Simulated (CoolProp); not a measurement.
Vapour-liquid equilibrium of acetone (1) + dimethyl carbonate (2) at 419.3 K; x and y are mole fractions of (1).

Computed with CoolProp (multi-fluid Helmholtz-energy mixture model, Lemmon 2006 and Zhou 2011; pair parameters Bell 2016).

### Question
Give the bubble pressure and the first vapour's composition at x = 0.05, 0.35, 0.875. Is there an azeotrope?

### Answer
x = 0.05: 4.912 bar, y = 0.106; x = 0.35: 6.682 bar, y = 0.522; x = 0.875: 9.775 bar, y = 0.930. No azeotrope shows between x = 0.05 and 0.95.

The pair parameters rest on a limited set of measurements; away from them the model extrapolates. The gap from Raoult's law changes sign with composition, which may be real or a fault of the pair parameters; it wasn't checked against measurements.
